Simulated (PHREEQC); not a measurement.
Ca(OH)2 is added in steps, without added water, to 1 kg of water holding 0.0087 mol HNO3, 0.00025 mol K2SO4 and 0.21 mol KH2PO4, at 25 °C. O2 is buffered at 0.21 atm. The system is closed to CO2. The run lets Gypsum, Hydroxyapatite precipitate or redissolve, and no other solid.

Base run: PHREEQC, ion-association model, phreeqc.dat. Each further column changes one thing. The table gives pH.

| Ca(OH)2 added (mol) | base | Davies equation for every ion | all activity coefficients set to 1 | Debye-Hückel limiting law | database wateq4f.dat |
|---|---|---|---|---|---|
| 0 | 3.40 | 3.41 | 3.54 | 3.33 | 3.40 |
| 0.02625 | 5.50 | 5.52 | 5.71 | 5.41 | 5.50 |
| 0.0525 | 5.93 | 5.95 | 6.23 | 5.69 | 5.93 |
| 0.06563 | 6.10 | 6.12 | 6.41 | 5.82 | 6.10 |
| 0.09187 | 6.37 | 6.40 | 6.70 | 6.07 | 6.37 |
| 0.1181 | 6.64 | 6.67 | 6.98 | 6.31 | 6.64 |
| 0.1444 | 6.97 | 7.00 | 7.31 | 6.62 | 6.97 |
| 0.1575 | 7.19 | 7.22 | 7.53 | 6.83 | 7.19 |
| 0.1837 | 9.78 | 9.97 | 10.63 | 9.23 | 9.90 |
| 0.21 | 11.23 | 11.45 | 12.04 | 10.64 | 11.36 |

 H3PO4, which wateq4f.dat lacks, is added to it with the constant of phreeqc.dat. phreeqc.dat and wateq4f.dat share most of their constants, so their agreement is no independent check. Solids allowed in the column 'database wateq4f.dat': Gypsum, Portlandite, Hydroxyapatite.
